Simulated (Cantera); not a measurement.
Feed: 1 mol FeS, a varied amount of H₂, equilibrated at 948.15 K and 0.0133 bar.

Cantera equilibrium calculation (NASA polynomials, part measured and part estimated; ideal gas, pure solids and liquids). Candidate condensed phases: Fe, FeS, FeS₂, S; 8 gas species. FeS: taken at fixed stoichiometry. Kinetics and transport are ignored.

Q: Which condensed phases are stable at each of these points (n(H₂) (mol)): 350, 450, 580, 740, 950, 1200, 1600, 2000, 2500?

A: 
```csv
n(H₂) (mol),condensed phases,Fe condensed (%)
350,Fe(α) + FeS(s),100.0
450,Fe(α) + FeS(s),100.0
580,Fe(α) + FeS(s),100.0
740,Fe(α) + FeS(s),100.0
950,Fe(α) + FeS(s),100.0
1200,Fe(α) + FeS(s),100.0
1600,Fe(α),100.0
2000,Fe(α),100.0
2500,Fe(α),100.0
```

From 350 mol H₂ to 1200 mol H₂ the condensed part is Fe(α) + FeS(s). From 1600 mol H₂ to 2500 mol H₂ the condensed part is Fe(α).
